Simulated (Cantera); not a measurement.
A perfectly stirred reactor is fed with 14.4 % CH4, 18.0 % O2, 67.6 % N2, equivalence ratio 1.6, at 1.00 atm; it is adiabatic with a 525 K inlet, and is followed from long to short residence time, starting on the burning branch (τ in s: 0.15, 0.065, 0.029, 0.013, 0.0057, 0.0026, 0.0011, 0.00051, 0.00023, 0.0001, 4.5e-05).

Cantera simulation using GRI-Mech 3.0 (53 species, 325 reactions); the numbers are that mechanism's predictions, not measurements.

**Question.** Predict: blow-out, bracketed by the residence times tried; x(CH4) at τ = 0.150 s; x(O2) at τ = 0.150 s; x(CH2) at τ = 0.150 s; x(H) at τ = 0.150 s; x(HO2) at τ = 0.150 s; x(CH4) at τ = 2.60 ms; x(O2) at τ = 2.60 ms; x(CH2) at τ = 2.60 ms; x(H) at τ = 2.60 ms; x(HO2) at τ = 2.60 ms.

**Answer.** 
```
Property                                                                       Result
------------------------------------------------  -----------------------------------
blow-out, bracketed by the residence times tried  burning at 1.10 ms, out at 0.510 ms
x(CH4) at τ = 0.150 s                                                        0.000953
x(O2) at τ = 0.150 s                                                         0.000120
x(CH2) at τ = 0.150 s                                                         9.72e-7
x(H) at τ = 0.150 s                                                          0.000652
x(HO2) at τ = 0.150 s                                                         2.05e-8
x(CH4) at τ = 2.60 ms                                                         0.00438
x(O2) at τ = 2.60 ms                                                          0.00321
x(CH2) at τ = 2.60 ms                                                         1.82e-5
x(H) at τ = 2.60 ms                                                           0.00129
x(HO2) at τ = 2.60 ms                                                         9.37e-7
```
